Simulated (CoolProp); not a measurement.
Vapour-liquid equilibrium of CHF3 (R23) (1) + C2F6 (R116) (2) at 1.31 MPa; x and y are mole fractions of (1).

Values from CoolProp's multi-fluid Helmholtz-energy mixture model, Penoncello 2003 and Lemmon 2006; pair parameters Bell 2016.

```
x     bubble temperature (°C)  y at the bubble point  dew temperature at overall composition x (°C)  liquid density (mol/L)
----  -----------------------  ---------------------  ---------------------------------------------  ----------------------
0.05                    -15.8                  0.109                                          -14.0                   9.294
0.15                    -20.6                  0.270                                          -17.0                   9.848
0.25                    -23.6                  0.379                                          -20.0                   10.39
0.35                    -25.4                  0.460                                          -22.8                   10.95
0.45                    -26.5                  0.524                                          -25.2                   11.57
0.55                    -27.1                  0.582                                          -26.8                   12.28
0.65                    -27.2                  0.641                                          -27.2                   13.10
0.75                    -26.8                  0.707                                          -26.4                   14.03
0.85                    -25.8                  0.792                                          -24.9                   15.08
0.95                    -23.7                  0.915                                          -23.0                   16.23
```

y crosses x between x = 0.55 and 0.65: the model has an azeotrope there.

Pair parameters are fitted to limited data, so mixtures are less certain than the pure fluids.
